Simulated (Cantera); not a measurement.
Cantera run:

```python
import numpy as np
import cantera as ct

gas_names = """
    B BH BH2 BH3 BN BO BO2 B2 B2O B2O2 B2O3 B3O3H3 H HBO HBO2 HNO HNO2 HNO3 HO2 H2 H2O H2O2 H3B3O6 N NH
    NH2 NH3 NH2OH NO NO2 NO3 N2 N2H2 N2H4 N2O O OH O2 O3
""".split()
cond_names = """
    B(b) B(L) BN(s) B2O3(L) B3O3H3(cr) H2O(s) H2O(L)
""".split()


# ... load() reads the species with a 1 bar reference pressure and builds the phases ...
atoms = {
    'B2O3': {'B': 2, 'O': 3},
    'H2O': {'H': 2, 'O': 1},
    'N2': {'N': 2},
}
top_T = {'BN(s)': 3200}  # K; cautious upper limits of use, not melting points


# ... equilibrate(T, P, feed) seeds the gas with the atoms and calls Mixture.equilibrate('TP', solver="vcs", rtol=1e-11, max_steps=5000) ...
results = []
feed = {'B2O3': 1, 'H2O': 0.21, 'N2': 4}  # mol
T = 1300  # K
P = 110  # Pa
mix = equilibrate(T, P, feed)
results.append((T, P, feed, dict(zip(mix.species_names, mix.species_moles))))
x = sorted(zip(gas.X, gas.species_names), reverse=True)
print(f"T = {T:g} K  P = {P:g} Pa  gas = {mix.phase_moles(0):.4g} mol")
print("   x: " + "  ".join(f"{s} {v:.3e}" for v, s in x if v > 0.0001))
print("   condensed (mol): " + ("  ".join(f"{mix.phase(i).name} {mix.phase_moles(i):.4g}"
      for i in range(1, mix.n_phases) if mix.phase_moles(i) > 1e-12) or "none"))
```

Output:

```
T = 1300 K  P = 110 Pa  gas = 4.25 mol
   x: N2 9.411e-01  H2O 4.008e-02  HBO2 1.858e-02  B2O3 1.692e-04
   condensed (mol): B2O3(L) 0.9598
```

These are equilibrium values from Cantera (NASA tables, ideal gas, pure condensed phases), not measurements of a reactor.
